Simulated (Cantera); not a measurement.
# Stirred combustor or abatement burner

A perfectly stirred reactor is fed with CH4 : CO : O2 : N2 = 1 : 0.43 : 3.26 : 12.2 (molar parts), equivalence ratio 0.68, at 9.87 atm; it is adiabatic with a 700 K inlet, and is followed from long to short residence time, starting on the burning branch (τ in s: 0.081, 0.037, 0.017, 0.008, 0.0037, 0.0017, 0.0008, 0.00037, 0.00017, 8e-05, 3.7e-05).

Detailed kinetics in Cantera: GRI-Mech 3.0 (53 species, 325 reactions).

| τ (s) | T (K) | x CH4 | x CO | x O2 | x O | x H2 | x H2O2 |
|---|---|---|---|---|---|---|---|
| 0.081 | 2148 | 7.22e-7 | 0.000488 | 0.0614 | 0.000155 | 0.000129 | 2.76e-7 |
| 0.037 | 2150 | 1.54e-6 | 0.000527 | 0.0618 | 0.000161 | 0.000134 | 2.80e-7 |
| 0.017 | 2150 | 3.26e-6 | 0.000601 | 0.0621 | 0.000170 | 0.000144 | 2.87e-7 |
| 0.0080 | 2149 | 6.58e-6 | 0.000745 | 0.0623 | 0.000185 | 0.000162 | 2.98e-7 |
| 0.0037 | 2146 | 1.30e-5 | 0.00103 | 0.0625 | 0.000215 | 0.000199 | 3.19e-7 |
| 0.0017 | 2140 | 2.47e-5 | 0.00156 | 0.0628 | 0.000273 | 0.000269 | 3.59e-7 |
| 0.00080 | 2131 | 4.39e-5 | 0.00247 | 0.0632 | 0.000372 | 0.000387 | 4.27e-7 |
| 0.00037 | 2114 | 7.71e-5 | 0.00400 | 0.0639 | 0.000537 | 0.000587 | 5.37e-7 |
| 0.00017 | 2088 | 0.000136 | 0.00654 | 0.0651 | 0.000788 | 0.000900 | 7.02e-7 |
| 8.0e-5 | 2049 | 0.000245 | 0.0105 | 0.0673 | 0.00111 | 0.00135 | 9.33e-7 |
| 3.7e-5 | 1984 | 0.000500 | 0.0174 | 0.0713 | 0.00141 | 0.00200 | 1.29e-6 |
x: mole fraction; the columns are a selection and need not sum to one.
